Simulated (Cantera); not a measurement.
Charge: 1 mol SiC, 0.0076 mol O2, 2 mol N2, at 1 atm.

Equilibrium computed with Cantera from the NASA thermochemical tables; the gas is ideal and each condensed phase is pure. Candidate condensed phases: C, Si, SiC, SiO2, Si2N2O, Si3N4; 34 gas species. N2 is the only nitrogen source here; it is nearly inert below about 1500 K, so the nitride shown seldom forms there in practice. Mutual solubility and eutectic melting of coexisting phases are not modelled. Rates play no part.

**Question.** Which condensed phases are stable at each of these points (T (°C)): 627, 727, 827, 927, 1027, 1127, 1227, 1327, 1427, 1527, 1627, 1727, 1827, 1927?

**Answer.** 
```
T (°C)                    condensed phases  Si condensed (%)
------  ----------------------------------  ----------------
627     C(graphite) + Si2N2O(s) + Si3N4(s)             100.0
727     C(graphite) + Si2N2O(s) + Si3N4(s)             100.0
827     C(graphite) + Si2N2O(s) + Si3N4(s)             100.0
927     C(graphite) + Si2N2O(s) + Si3N4(s)             100.0
1027    C(graphite) + Si2N2O(s) + Si3N4(s)             100.0
1127    C(graphite) + Si2N2O(s) + Si3N4(s)             100.0
1227    C(graphite) + Si2N2O(s) + Si3N4(s)             100.0
1327    C(graphite) + Si2N2O(s) + Si3N4(s)             100.0
1427    C(graphite) + Si2N2O(s) + Si3N4(s)             100.0
1527                    SiC(s) + Si2N2O(s)             100.0
1627         SiC(s) + Si2N2O(s) + Si3N4(s)              99.9
1727                     SiC(s) + Si3N4(s)              99.7
1827                     SiC(s) + Si3N4(s)              99.2
1927                                SiC(s)              99.2
```

From 627 °C to 1427 °C the condensed part is C(graphite) + Si2N2O(s) + Si3N4(s). At 1527 °C the condensed part is SiC(s) + Si2N2O(s). At 1627 °C the condensed part is SiC(s) + Si2N2O(s) + Si3N4(s). From 1727 °C to 1827 °C the condensed part is SiC(s) + Si3N4(s). At 1927 °C the condensed part is SiC(s).
